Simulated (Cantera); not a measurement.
A diamond (100) surface in a fixed gas of H2 with x(CH4) = 0.0084, x(H) = 0.007, x(CH3) = 7.8e-05, at 1348 K; coverages are run to steady state.

Detailed kinetics in Cantera: the Harris–Goodwin 1993 mechanism for the reconstructed diamond (100) surface.

One state of this run: growth (µm/h) = 0.211; θ c6HH = 0.359; θ c6H* = 0.0541; θ c6*H = 0.535; θ c6** = 0.0515; θ c6HM = 2.33e-5. θ: site fractions in the mechanism's names (c6HH fully hydrogenated, c6H* and c6*H radical sites, c6** diradical, c6HM methylated).

Q: Which value of P (Pa) does it belong to?
A) 1600
B) 2700
C) 920
D) 39000

A: A, 1600
